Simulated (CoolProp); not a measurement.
Vapour-liquid equilibrium of carbon dioxide (1) + neopentane (2) at 268.7 K; x and y are mole fractions of (1).

The numbers come from the multi-fluid Helmholtz-energy mixture model, Span 1996 and Lemmon 2006; pair parameters Bell 2016 in CoolProp.

Q: Give the bubble pressure and the first vapour's composition at x = 0.2, 0.725, 0.875. Is there an azeotrope?

A: x = 0.2: 868.5 kPa, y = 0.930; x = 0.725: 2246 kPa, y = 0.977; x = 0.875: 2640 kPa, y = 0.987. No azeotrope shows between x = 0.05 and 0.95.

The pair parameters rest on a limited set of measurements; away from them the model extrapolates. The gap from Raoult's law changes sign with composition, which may be real or a fault of the pair parameters; it wasn't checked against measurements.
